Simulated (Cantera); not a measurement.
An isothermal, constant-pressure homogeneous reactor starts with H2 : O2 : N2 = 0.035 : 1 : 1.5 (molar parts), equivalence ratio 0.018, at 1198 K and 1330 Pa.

Computed with Cantera and the H2/O2 subset of GRI-Mech 3.0, which has no nitrogen chemistry. Radical loss at walls, strong at low pressure, is not modelled.

x: mole fraction; the columns are a selection and need not sum to one.

```
t (s)         x H2   x O2       x O       x H      x OH     x H2O
--------  --------  -----  --------  --------  --------  --------
0.000200    0.0138  0.394  5.56e-10  5.61e-10  4.87e-10  1.56e-10
0.000422    0.0138  0.394         …   1.12e-9   1.56e-9   1.08e-9
0.000892    0.0138  0.394         …   3.47e-9   6.26e-9   8.07e-9
0.00188     0.0138  0.394         …   2.96e-8   5.82e-8   1.07e-7
0.00397     0.0138  0.394         …   2.40e-6   4.76e-6   9.54e-6
0.00839    0.00314  0.386         …   0.00225   0.00194   0.00857
0.0177    0.000171  0.383         …   0.00157  0.000978    0.0124
0.0374    0.000147  0.384         …   0.00128  0.000911    0.0126
0.0790    0.000115  0.385         …  0.000871  0.000807    0.0129
0.167      7.30e-5  0.387         …  0.000428  0.000643    0.0133
0.352      3.41e-5  0.389         …  0.000135  0.000440    0.0136
0.744      1.18e-5  0.390         …   2.71e-5  0.000259    0.0137
1.57       3.36e-6  0.390         …   4.14e-6  0.000139    0.0138
3.32       9.12e-7  0.390         …   5.89e-7   7.27e-5    0.0139
7.00       2.61e-7  0.390         …   9.08e-8   3.90e-5    0.0139
```

### Question
What belongs in the gaps?

### Answer

- 0.000422, x O: 1.99e-9
- 0.000892, x O: 8.86e-9
- 0.00188, x O: 8.65e-8
- 0.00397, x O: 7.13e-6
- 0.00839, x O: 0.00616
- 0.0177, x O: 0.00960
- 0.0374, x O: 0.00843
- 0.0790, x O: 0.00650
- 0.167, x O: 0.00403
- 0.352, x O: 0.00186
- 0.744, x O: 0.000637
- 1.57, x O: 0.000182
- 3.32, x O: 4.94e-5
- 7.00, x O: 1.42e-5
